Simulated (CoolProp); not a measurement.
A simple Rankine cycle with vinyl chloride: condensing at 321.15 K, boiler at 2.46 MPa, turbine inlet 381.6 K, turbine efficiency 0.7, pump efficiency 0.6, no recuperator. Each further row changes one setting.

Model: reference Helmholtz-energy equation of state, Thol 2022, in CoolProp.

| case | thermal efficiency (%) | net work (kJ/kg) | heat in (kJ/kg) | turbine exit temperature (K) | volume ratio over the turbine |
|---|---|---|---|---|---|
| as stated | 8.4 | 27.6 | 327 | 321.2 | 3.32 |
| turbine inlet 401.6 K | 8.7 | 31.0 | 355 | 343.9 | 3.25 |
| condensing temperature 313.15 K | 9.6 | 32.6 | 339 | 313.2 | 4.06 |
| boiler pressure 1.72 MPa | 6.5 | 22.3 | 345 | 343.1 | 2.26 |
| turbine efficiency 0.6 | 7.1 | 23.2 | 327 | 324.7 | 3.39 |

The expansion ends wet for: as stated; condensing temperature 313.15 K.
